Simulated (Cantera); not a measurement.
## Pyrogenic steam for wet oxidation

An isothermal, constant-pressure homogeneous reactor starts with H2 : O2 : N2 = 1.8 : 1 : 1.6 (molar parts), equivalence ratio 0.90, at 1275 K and 750 Torr.

Computed with Cantera and the H2/O2 subset of GRI-Mech 3.0, which has no nitrogen chemistry. The temperature is held fixed by assumption; the heat of reaction is taken as removed at once.

```json
[
 {"t (s)": "0.000300", "x H2": "0.00146", "x O2": "0.0291", "x HO2": "2.75e-5", "x H2O2": "2.65e-6", "x OH": "0.000436", "x H2O": "0.512", "x O": "4.61e-5"},
 {"t (s)": "0.000802", "x H2": "0.000336", "x O2": "0.0287", "x HO2": "8.94e-6", "x H2O2": "7.29e-7", "x OH": "0.000178", "x H2O": "0.514", "x O": "7.10e-6"},
 {"t (s)": "0.00214", "x H2": "5.85e-5", "x O2": "0.0286", "x HO2": "1.80e-6", "x H2O2": "2.13e-7", "x OH": "8.85e-5", "x H2O": "0.514", "x O": "1.45e-6"},
 {"t (s)": "0.00573", "x H2": "6.49e-6", "x O2": "0.0286", "x HO2": "2.51e-7", "x H2O2": "7.04e-8", "x OH": "4.92e-5", "x H2O": "0.514", "x O": "3.99e-7"},
 {"t (s)": "0.0153", "x H2": "9.64e-7", "x O2": "0.0286", "x HO2": "5.34e-8", "x H2O2": "2.52e-8", "x OH": "2.86e-5", "x H2O": "0.514", "x O": "1.32e-7"},
 {"t (s)": "0.0410", "x H2": "3.37e-7", "x O2": "0.0286", "x HO2": "2.27e-8", "x H2O2": "1.00e-8", "x OH": "1.77e-5", "x H2O": "0.514", "x O": "5.07e-8"},
 {"t (s)": "0.110", "x H2": "1.93e-7", "x O2": "0.0286", "x HO2": "1.59e-8", "x H2O2": "5.05e-9", "x OH": "1.23e-5", "x H2O": "0.514", "x O": "2.48e-8"},
 {"t (s)": "0.293", "x H2": "1.70e-7", "x O2": "0.0286", "x HO2": "1.50e-8", "x H2O2": "3.97e-9", "x OH": "1.09e-5", "x H2O": "0.514", "x O": "1.92e-8"},
 {"t (s)": "0.783", "x H2": "1.69e-7", "x O2": "0.0286", "x HO2": "1.49e-8", "x H2O2": "3.92e-9", "x OH": "1.08e-5", "x H2O": "0.514", "x O": "1.90e-8"},
 {"t (s)": "2.09", "x H2": "1.69e-7", "x O2": "0.0286", "x HO2": "1.49e-8", "x H2O2": "3.92e-9", "x OH": "1.08e-5", "x H2O": "0.514", "x O": "1.90e-8"},
 {"t (s)": "5.60", "x H2": "1.69e-7", "x O2": "0.0286", "x HO2": "1.49e-8", "x H2O2": "3.92e-9", "x OH": "1.08e-5", "x H2O": "0.514", "x O": "1.90e-8"},
 {"t (s)": "15.0", "x H2": "1.69e-7", "x O2": "0.0286", "x HO2": "1.49e-8", "x H2O2": "3.92e-9", "x OH": "1.08e-5", "x H2O": "0.514", "x O": "1.90e-8"},
 {"t (s)": "40.0", "x H2": "1.69e-7", "x O2": "0.0286", "x HO2": "1.49e-8", "x H2O2": "3.92e-9", "x OH": "1.08e-5", "x H2O": "0.514", "x O": "1.90e-8"}
]
```
x: mole fraction; the columns are a selection and need not sum to one.

Equilibrium at this temperature and pressure: H2 1.69e-7, O2 0.0286, HO2 1.49e-8, H2O2 3.92e-9, OH 1.08e-5, H2O 0.514, O 1.90e-8 (gas phase only).
